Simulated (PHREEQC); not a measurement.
**Spent oxide etchant**

Make-up at 25 °C: 0.012 mol HF, 0.00016 mol H2SiF6 and 8.6e-05 mol H3BO3 per kg of water. Closed to the air; pH follows from the charge balance.

Computed with PHREEQC (ion-association model, phreeqc.dat).

Each row changes one thing in this solution. This is a speciation only: nothing precipitates in the calculation.

```json
[
 {"case": "as made", "pH": "2.57", "ionic strength (mol/kgw)": "0.00303", "HF (mol/kgw)": "0.00912", "F- (mol/kgw)": "0.00238", "HF2- (mol/kgw)": "8.33e-5"},
 {"case": "0.0041 mol/kgw (NH4)2CO3 added", "pH": "?", "ionic strength (mol/kgw)": "0.00870", "HF (mol/kgw)": "0.00344", "F- (mol/kgw)": "0.00803", "HF2- (mol/kgw)": "0.000106"},
 {"case": "temperature from 25 to 5 °C", "pH": "2.51", "ionic strength (mol/kgw)": "0.00345", "HF (mol/kgw)": "0.00870", "F- (mol/kgw)": "0.00281", "HF2- (mol/kgw)": "7.61e-5"},
 {"case": "H2SiF6 from 0.00016 to 0.00024 mol/kgw", "pH": "?", "ionic strength (mol/kgw)": "0.00321", "HF (mol/kgw)": "0.00918", "F- (mol/kgw)": "0.00232", "HF2- (mol/kgw)": "8.18e-5"},
 {"case": "H3BO3 replaced by NH4BF4 at the same molality", "pH": "2.57", "ionic strength (mol/kgw)": "0.00311", "HF (mol/kgw)": "0.00937", "F- (mol/kgw)": "0.00246", "HF2- (mol/kgw)": "8.84e-5"},
 {"case": "H2SiF6 from 0.00016 to 0.0008 mol/kgw", "pH": "2.46", "ionic strength (mol/kgw)": "?", "HF (mol/kgw)": "?", "F- (mol/kgw)": "0.00197", "HF2- (mol/kgw)": "7.21e-5"},
 {"case": "HF from 0.012 to 0.018 mol/kgw", "pH": "2.47", "ionic strength (mol/kgw)": "0.00375", "HF (mol/kgw)": "0.0143", "F- (mol/kgw)": "0.00302", "HF2- (mol/kgw)": "0.000166"},
 {"case": "H3BO3 left out", "pH": "2.57", "ionic strength (mol/kgw)": "0.00302", "HF (mol/kgw)": "0.00937", "F- (mol/kgw)": "0.00245", "HF2- (mol/kgw)": "8.82e-5"},
 {"case": "H2SiF6 left out", "pH": "2.60", "ionic strength (mol/kgw)": "0.00267", "HF (mol/kgw)": "0.00899", "F- (mol/kgw)": "0.00250", "HF2- (mol/kgw)": "8.63e-5"}
]
```

Task: What belongs in the gaps?

Result: 
- 0.0041 mol/kgw (NH4)2CO3 added, pH: 3.50
- H2SiF6 from 0.00016 to 0.00024 mol/kgw, pH: 2.55
- H2SiF6 from 0.00016 to 0.0008 mol/kgw, ionic strength (mol/kgw): 0.00453
- H2SiF6 from 0.00016 to 0.0008 mol/kgw, HF (mol/kgw): 0.00955

Away from 25 °C the constants follow the database's enthalpies or fits; those with neither stay at their 25 °C values. SiF6-2 is the database's only silicon fluoride. Real BF4- forms and hydrolyses slowly; the run takes it at equilibrium.
